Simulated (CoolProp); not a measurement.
Vapour-liquid equilibrium of R22 (1) + benzene (2) at 298 K; x and y are mole fractions of (1).

Values from CoolProp's multi-fluid Helmholtz-energy mixture model, Kamei 1995 and Thol 2012; pair parameters Bell 2016.

**Question.** Give the bubble pressure and the first vapour's composition at x = 0.35, 0.45, 0.55. Is there an azeotrope?

**Answer.** x = 0.35: 3.620 bar, y = 0.972; x = 0.45: 4.516 bar, y = 0.979; x = 0.55: 5.454 bar, y = 0.985. No azeotrope shows between x = 0.05 and 0.95.

Pair parameters are fitted to limited data, so mixtures are less certain than the pure fluids. The gap from Raoult's law changes sign with composition, which may be real or a fault of the pair parameters; it wasn't checked against measurements.
